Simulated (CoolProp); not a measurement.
Aqueous sodium chloride as a coolant, 19 % by mass, freezing at -15.2 °C, 1 atm.

Values from CoolProp's Melinder's fits for secondary coolants.

```tsv
T (°C)	density (kg/m³)	conductivity (W/(m K))	viscosity (mPa s)	Prandtl number
-9.9	1152	0.534	3.69	23.4
-4.9	1150	0.541	3.08	19.4
0	1149	0.549	2.61	16.2
5	1146	0.556	2.23	13.7
10	1144	0.564	1.93	11.7
14.9	1142	0.571	1.69	10.1
19.9	1140	0.579	1.49	8.85
24.9	1137	0.587	1.33	7.81
29.8	1135	0.595	1.20	6.98
34.8	1133	0.602	1.10	6.30
```
